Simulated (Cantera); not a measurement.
**Transport properties of process gases**

Gas mixture: C3H8 : CO2 : C2H2 : H2 = 0.42 : 0.76 : 0.91 : 0.77 (molar parts), at 13300 Pa, frozen composition.

Cantera's kinetic-theory transport with the Lennard-Jones parameters of GRI-Mech 3.0, ideal gas; thermal conductivity in the multicomponent form. The composition is frozen, though it would react at the higher temperatures.

```json
[
 {"T (K)": "400", "ρ (kg/m³)": "0.108", "cp (J/kg/K)": "1803", "μ (µPa s)": "15.4", "λ (mW/m/K)": "53.8", "Pr": "0.514", "D (cm²/s) C2H2": "2.11", "D (cm²/s) CH3": "2.65", "D (cm²/s) H2": "7.47"},
 {"T (K)": "600", "ρ (kg/m³)": "0.0722", "cp (J/kg/K)": "2142", "μ (µPa s)": "21.5", "λ (mW/m/K)": "81.9", "Pr": "0.562", "D (cm²/s) C2H2": "4.40", "D (cm²/s) CH3": "5.46", "D (cm²/s) H2": "14.9"},
 {"T (K)": "800", "ρ (kg/m³)": "0.0541", "cp (J/kg/K)": "2391", "μ (µPa s)": "26.7", "λ (mW/m/K)": "109", "Pr": "0.586", "D (cm²/s) C2H2": "7.30", "D (cm²/s) CH3": "8.99", "D (cm²/s) H2": "24.2"},
 {"T (K)": "1000", "ρ (kg/m³)": "0.0433", "cp (J/kg/K)": "2586", "μ (µPa s)": "31.4", "λ (mW/m/K)": "135", "Pr": "0.600", "D (cm²/s) C2H2": "10.7", "D (cm²/s) CH3": "13.2", "D (cm²/s) H2": "35.1"},
 {"T (K)": "1200", "ρ (kg/m³)": "0.0361", "cp (J/kg/K)": "2731", "μ (µPa s)": "35.7", "λ (mW/m/K)": "161", "Pr": "0.605", "D (cm²/s) C2H2": "14.7", "D (cm²/s) CH3": "17.9", "D (cm²/s) H2": "47.5"},
 {"T (K)": "1400", "ρ (kg/m³)": "0.0309", "cp (J/kg/K)": "2852", "μ (µPa s)": "39.6", "λ (mW/m/K)": "186", "Pr": "0.608", "D (cm²/s) C2H2": "19.0", "D (cm²/s) CH3": "23.2", "D (cm²/s) H2": "61.4"},
 {"T (K)": "1600", "ρ (kg/m³)": "0.0271", "cp (J/kg/K)": "2952", "μ (µPa s)": "43.4", "λ (mW/m/K)": "210", "Pr": "0.609", "D (cm²/s) C2H2": "23.8", "D (cm²/s) CH3": "29.0", "D (cm²/s) H2": "76.6"},
 {"T (K)": "1800", "ρ (kg/m³)": "0.0241", "cp (J/kg/K)": "3033", "μ (µPa s)": "46.9", "λ (mW/m/K)": "234", "Pr": "0.609", "D (cm²/s) C2H2": "29.0", "D (cm²/s) CH3": "35.3", "D (cm²/s) H2": "93.1"},
 {"T (K)": "2000", "ρ (kg/m³)": "0.0216", "cp (J/kg/K)": "3100", "μ (µPa s)": "50.3", "λ (mW/m/K)": "256", "Pr": "0.608", "D (cm²/s) C2H2": "34.6", "D (cm²/s) CH3": "42.1", "D (cm²/s) H2": "111"}
]
```
D: mixture-averaged diffusion coefficient of that species in the mixture.
